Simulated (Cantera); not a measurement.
**Catalytic stagnation flow on Pt**

A jet of 1.92 % H2, 13.9 % O2, 84.2 % N2, equivalence ratio 0.069 at 300 K and 0.460 bar hits a platinum plate 2.8 cm away at a mass flux of 0.022 kg/m²/s; the plate temperature is set and raised in steps from an oxygen-covered start.

Model: Deutschmann's 1995 Pt surface mechanism with GRI-Mech 3.0 gas chemistry, integrated in Cantera. Catalytic surfaces can have several steady states; this one follows from the mechanism file's or the stated starting coverage.

```csv
plate T (K),wall x H2,wall x O2,wall x H2O,wall x OH,θ free Pt,θ O*,θ OH*
700,0.000977,0.120,0.0342,<1e-8,0.0193,0.977,0.00339
750,0.000694,0.119,0.0346,<1e-8,0.0287,0.968,0.00299
800,0.000428,0.119,0.0349,<1e-8,0.0491,0.948,0.00293
850,0.000274,0.119,0.0351,<1e-8,0.0814,0.916,0.00288
900,0.000187,0.119,0.0351,2.37e-8,0.124,0.874,0.00277
950,0.000138,0.119,0.0350,6.35e-8,0.174,0.824,0.00260
```
x: mole fraction at the wall; θ: surface coverage.
